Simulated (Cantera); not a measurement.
Input (Python, Cantera) and output of one run.

```python
import numpy as np
import cantera as ct

gas_names = [...]  # 113 gases of nasa_gas.yaml made of C, Cu, H, O
cond_names = """
    C(gr) C6H6(L) C7H8(L) C8H18(L),n-octa Cu(cr) Cu(L) CuO(s) CuO2H2(s) Cu2O(s) Cu2O(L) H2O(s) H2O(L)
""".split()


# ... load() reads the species with a 1 bar reference pressure and builds the phases ...
atoms = {
    'CuO': {'Cu': 1, 'O': 1},
    'CH4': {'C': 1, 'H': 4},
    'H2': {'H': 2},
}
top_T = {'C(gr)': 4500, 'CuO(s)': 1390}  # K; cautious upper limits of use, not melting points


# ... equilibrate(T, P, feed) seeds the gas with the atoms and calls Mixture.equilibrate('TP', solver="vcs", rtol=1e-11, max_steps=5000) ...
results = []
feed = {'CuO': 1, 'CH4': 3.5, 'H2': 0.18}  # mol
P = 24000  # Pa
for T in [1373, 1423, 1473, 1523, 1573, 1623, 1673, 1723, 1773, 1823, 1873]:
    mix = equilibrate(T, P, feed)
    results.append((T, P, feed, dict(zip(mix.species_names, mix.species_moles))))
    x = sorted(zip(gas.X, gas.species_names), reverse=True)
    print(f"T = {T:g} K  P = {P:g} Pa  gas = {mix.phase_moles(0):.4g} mol")
    print("   x: " + "  ".join(f"{s} {v:.3e}" for v, s in x if v > 0.001))
    print("   condensed (mol): " + ("  ".join(f"{mix.phase(i).name} {mix.phase_moles(i):.4g}"
          for i in range(1, mix.n_phases) if mix.phase_moles(i) > 1e-12) or "none"))
```

Output:

```
T = 1373 K  P = 24000 Pa  gas = 8.171 mol
   x: H2 8.767e-01  CO 1.222e-01
   condensed (mol): C(gr) 2.493  Cu(L) 1
T = 1423 K  P = 24000 Pa  gas = 8.174 mol
   x: H2 8.769e-01  CO 1.223e-01
   condensed (mol): C(gr) 2.495  Cu(L) 0.9999
T = 1473 K  P = 24000 Pa  gas = 8.175 mol
   x: H2 8.771e-01  CO 1.223e-01
   condensed (mol): C(gr) 2.496  Cu(L) 0.9998
T = 1523 K  P = 24000 Pa  gas = 8.177 mol
   x: H2 8.772e-01  CO 1.223e-01
   condensed (mol): C(gr) 2.497  Cu(L) 0.9996
T = 1573 K  P = 24000 Pa  gas = 8.178 mol
   x: H2 8.772e-01  CO 1.222e-01
   condensed (mol): C(gr) 2.497  Cu(L) 0.9991
T = 1623 K  P = 24000 Pa  gas = 8.18 mol
   x: H2 8.771e-01  CO 1.222e-01
   condensed (mol): C(gr) 2.497  Cu(L) 0.9981
T = 1673 K  P = 24000 Pa  gas = 8.183 mol
   x: H2 8.768e-01  CO 1.222e-01
   condensed (mol): C(gr) 2.497  Cu(L) 0.9962
T = 1723 K  P = 24000 Pa  gas = 8.187 mol
   x: H2 8.764e-01  CO 1.221e-01
   condensed (mol): C(gr) 2.497  Cu(L) 0.9927
T = 1773 K  P = 24000 Pa  gas = 8.194 mol
   x: H2 8.755e-01  CO 1.220e-01  Cu 1.643e-03
   condensed (mol): C(gr) 2.497  Cu(L) 0.9865
T = 1823 K  P = 24000 Pa  gas = 8.206 mol
   x: H2 8.741e-01  CO 1.218e-01  Cu 2.933e-03
   condensed (mol): C(gr) 2.496  Cu(L) 0.9758
T = 1873 K  P = 24000 Pa  gas = 8.226 mol
   x: H2 8.717e-01  CO 1.216e-01  Cu 5.071e-03  H 1.230e-03
   condensed (mol): C(gr) 2.495  Cu(L) 0.9581
```

Equilibrium computed with Cantera from the NASA thermochemical tables; the gas is ideal and each condensed phase is pure.
